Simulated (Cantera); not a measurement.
Mixture: CO : H2 : CH4 : O2 : N2 = 1 : 0.22 : 0.081 : 1.23 : 3.55 (molar parts), at 90000 Pa, adiabatic and at constant volume. Ignition delay is the time to a rise of 400 K.

Model: GRI-Mech 3.0 (53 species, 325 reactions), integrated in Cantera.

Predict: delay at 1000 K; delay at 1075 K; delay at 1150 K; delay at 1225 K; delay at 1300 K; delay at 1375 K.


```
Property           Result
---------------  --------
delay at 1000 K   1.08 ms
delay at 1075 K  0.335 ms
delay at 1150 K  0.168 ms
delay at 1225 K  0.105 ms
delay at 1300 K   74.1 µs
delay at 1375 K   56.5 µs
```
